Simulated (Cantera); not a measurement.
**N2O furnace oxynitridation**

An isothermal, constant-pressure homogeneous reactor starts with 90.1 % N₂O, 9.91 % H₂O, at 1598 K and 0.0640 bar.

Detailed kinetics in Cantera: GRI-Mech 3.0 (53 species, 325 reactions). GRI-Mech 3.0 was tuned for natural gas; its chemistry of N2O as a main component is partial and can be far from experiment. The temperature is held fixed by assumption; the heat of reaction is taken as removed at once.

```
t (s)       x N₂O   x H₂O    x HO₂     x NO₂      x N₂
--------  -------  ------  -------  --------  --------
2.00e-5     0.901  0.0991  1.40e-7  2.52e-11  0.000171
4.98e-5     0.900  0.0990  1.63e-6   2.00e-9  0.000479
0.000124    0.899  0.0989  1.27e-5   1.44e-7   0.00133
0.000308    0.895  0.0986  3.85e-5   4.18e-6   0.00359
0.000767    0.885  0.0981  4.20e-5   3.62e-5   0.00944
0.00191     0.861  0.0973  3.65e-5  0.000157    0.0239
0.00475     0.806  0.0954  2.84e-5  0.000420    0.0575
0.0118      0.689  0.0914  1.82e-5  0.000687     0.129
0.0294      0.481  0.0843  8.66e-6  0.000683     0.257
0.0733      0.220  0.0754  2.76e-6  0.000379     0.418
0.182      0.0412  0.0694  5.33e-7  0.000125     0.529
0.454     0.00157  0.0682  1.80e-7  0.000107     0.555
1.13      7.25e-6  0.0682  1.75e-7  0.000143     0.556
2.81      3.70e-6  0.0682  1.75e-7  0.000143     0.556
7.00      3.68e-6  0.0682  1.75e-7  0.000142     0.556
```
x: mole fraction; the columns are a selection and need not sum to one.

Equilibrium at this temperature and pressure: N₂O 2.78e-8, H₂O 0.0682, HO₂ 2.08e-7, NO₂ 2.57e-6, N₂ 0.620 (gas phase only).
